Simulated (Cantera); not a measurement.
A Cantera script and what it prints.

```python
import numpy as np
import cantera as ct

gas_names = [...]  # 113 gases of nasa_gas.yaml made of C, H, O, Ta
cond_names = """
    C(gr) C6H6(L) C7H8(L) C8H18(L),n-octa H2O(s) H2O(L) Ta(cr) Ta(L) TaC(s) TaC(L) Ta2O5(s) Ta2O5(L)
""".split()


# ... load() reads the species with a 1 bar reference pressure and builds the phases ...
atoms = {
    'Ta': {'Ta': 1},
    'CO2': {'C': 1, 'O': 2},
    'H2': {'H': 2},
}
top_T = {'C(gr)': 4500}  # K; cautious upper limits of use, not melting points


# ... equilibrate(T, P, feed) seeds the gas with the atoms and calls Mixture.equilibrate('TP', solver="vcs", rtol=1e-11, max_steps=5000) ...
results = []
feed = {'Ta': 1, 'CO2': 9.6, 'H2': 2.6}  # mol
P = 31000  # Pa
for T in [1523, 1673, 1823, 1973, 2123, 2273, 2423, 2573]:
    mix = equilibrate(T, P, feed)
    results.append((T, P, feed, dict(zip(mix.species_names, mix.species_moles))))
    x = sorted(zip(gas.X, gas.species_names), reverse=True)
    print(f"T = {T:g} K  P = {P:g} Pa  gas = {mix.phase_moles(0):.4g} mol")
    print("   x: " + "  ".join(f"{s} {v:.3e}" for v, s in x if v > 1e-06))
    print("   condensed (mol): " + ("  ".join(f"{mix.phase(i).name} {mix.phase_moles(i):.4g}"
          for i in range(1, mix.n_phases) if mix.phase_moles(i) > 1e-12) or "none"))
```

Output:

```
T = 1523 K  P = 31000 Pa  gas = 12.2 mol
   x: CO2 4.210e-01  CO 3.659e-01  H2O 1.610e-01  H2 5.213e-02  H 9.478e-06
   condensed (mol): Ta2O5(s) 0.5
T = 1673 K  P = 31000 Pa  gas = 12.2 mol
   x: CO2 4.144e-01  CO 3.725e-01  H2O 1.675e-01  H2 4.554e-02  H 4.365e-05  OH 7.726e-06
   condensed (mol): Ta2O5(s) 0.5
T = 1823 K  P = 31000 Pa  gas = 12.2 mol
   x: CO2 4.095e-01  CO 3.773e-01  H2O 1.724e-01  H2 4.061e-02  H 1.568e-04  OH 4.632e-05
   condensed (mol): Ta2O5(s) 0.5
T = 1973 K  P = 31000 Pa  gas = 12.2 mol
   x: CO2 4.057e-01  CO 3.809e-01  H2O 1.759e-01  H2 3.683e-02  H 4.651e-04  OH 2.108e-04  O2 4.049e-06  O 1.960e-06
   condensed (mol): Ta2O5(s) 0.5
T = 2123 K  P = 31000 Pa  gas = 12.21 mol
   x: CO2 4.024e-01  CO 3.837e-01  H2O 1.781e-01  H2 3.382e-02  H 1.185e-03  OH 7.716e-04  O2 4.293e-05  O 1.917e-05
   condensed (mol): Ta2O5(L) 0.5
T = 2273 K  P = 31000 Pa  gas = 12.24 mol
   x: CO2 3.985e-01  CO 3.861e-01  H2O 1.786e-01  H2 3.135e-02  H 2.672e-03  OH 2.362e-03  O2 3.296e-04  O 1.382e-04  TaO2 4.606e-06
   condensed (mol): Ta2O5(L) 0.5
T = 2423 K  P = 31000 Pa  gas = 12.3 mol
   x: CO2 3.902e-01  CO 3.899e-01  H2O 1.761e-01  H2 2.943e-02  OH 6.181e-03  H 5.463e-03  O2 1.891e-03  O 7.652e-04  TaO2 2.941e-05
   condensed (mol): Ta2O5(L) 0.4998
T = 2573 K  P = 31000 Pa  gas = 12.49 mol
   x: CO 4.004e-01  CO2 3.681e-01  H2O 1.676e-01  H2 2.848e-02  OH 1.377e-02  H 1.041e-02  O2 7.853e-03  O 3.272e-03  TaO2 1.523e-04  HO2 1.417e-06
   condensed (mol): Ta2O5(L) 0.499
```

Cantera equilibrium calculation (NASA polynomials, part measured and part estimated; ideal gas, pure solids and liquids).
